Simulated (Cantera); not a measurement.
Input (Python, Cantera):

```python
import numpy as np
import cantera as ct

gas = ct.Solution("gri30.yaml")
gas.TPX = 1975, 101325, {'C2H4': 1, 'H2': 18}
inlet = ct.Reservoir(gas, clone=True)

reactor = ct.IdealGasConstPressureReactor(gas, energy="off", clone=False)
exhaust = ct.Reservoir(gas, clone=True)
tau = [14, 5.8, 2.4, 0.96, 0.39, 0.16, 0.066, 0.027, 0.011, 0.0045][0]
for a, b in ((inlet, reactor), (reactor, exhaust)):
    ct.MassFlowController(a, b, mdot=lambda t: reactor.mass / tau)
net = ct.ReactorNet([reactor])
show = ['C2H4', 'H2', 'CH2', 'C2H6', 'CH4', 'H']

rows = []
print(f"{'tau/s':>10s}{'T/K':>9s}" + "".join(f"{s:>11s}" for s in show))
for tau in [14, 5.8, 2.4, 0.96, 0.39, 0.16, 0.066, 0.027, 0.011, 0.0045]:
    net.initial_time = 0.0
    net.advance(30 * tau)
    before = gas.X
    net.advance(40 * tau)
    drift = np.max(np.abs(gas.X - before) / (gas.X + 1e-9))
    rows.append([gas.T, *gas[show].X, drift])
    print(f"{tau:10.3e}{gas.T:9.1f}" + "".join(f"{x:11.3e}" for x in gas[show].X))
```

Result:

```
     tau/s      T/K       C2H4         H2        CH2       C2H6        CH4          H
 1.400e+01   1975.0  3.550e-04  9.466e-01  1.805e-07  1.911e-07  3.618e-03  1.332e-03
 5.800e+00   1975.0  3.551e-04  9.466e-01  1.803e-07  1.908e-07  3.613e-03  1.332e-03
 2.400e+00   1975.0  3.554e-04  9.467e-01  1.797e-07  1.900e-07  3.601e-03  1.332e-03
 9.600e-01   1975.0  3.563e-04  9.467e-01  1.781e-07  1.880e-07  3.570e-03  1.332e-03
 3.900e-01   1975.0  3.585e-04  9.467e-01  1.744e-07  1.834e-07  3.498e-03  1.331e-03
 1.600e-01   1975.0  3.638e-04  9.468e-01  1.658e-07  1.730e-07  3.329e-03  1.329e-03
 6.600e-02   1975.0  3.766e-04  9.470e-01  1.471e-07  1.528e-07  2.964e-03  1.323e-03
 2.700e-02   1975.0  4.079e-04  9.474e-01  1.118e-07  1.234e-07  2.286e-03  1.306e-03
 1.100e-02   1975.0  4.875e-04  9.480e-01  6.584e-08  1.058e-07  1.423e-03  1.248e-03
 4.500e-03   1975.0  7.092e-04  9.485e-01  3.126e-08  1.273e-07  7.818e-04  1.090e-03
```

Cantera simulation using GRI-Mech 3.0 (53 species, 325 reactions); the numbers are that mechanism's predictions, not measurements. GRI-Mech 3.0 was tuned for natural gas; its chemistry of ethylene as a main component is partial and can be far from experiment. GRI-Mech 3.0 stops at C3 and has no aromatics, soot or wall deposition, so with more carbon than oxygen in the feed, carbon stays in small species such as C2H2 where larger ones or solid carbon would form.
